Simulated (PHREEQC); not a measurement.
0.025 g of hydrous ferric oxide (600 m²/g; 0.2 weak and 0.005 strong sites per Fe, Dzombak-Morel constants, diffuse double layer) in 1 kg of water with 0.005 mol/kgw of an inert sodium salt, at 25 °C; the pH is set by adding NaOH or the inert anion's acid. Oxygen is held at 0.21 atm. No CO2 enters from the air. Nothing may precipitate in this run.

The numbers come from PHREEQC with the ion-association model, wateq4f.dat.

Problem. Predict surface charge σ (C/m²) at pH = 5, 9.67, 11.

Solution. 
```csv
pH,surface charge σ (C/m²)
5,0.090
9.67,-0.021
11,-0.081
```

Complexes and solids missing from the database can't appear. The oxide is taken as insoluble; below pH 4 it would dissolve.
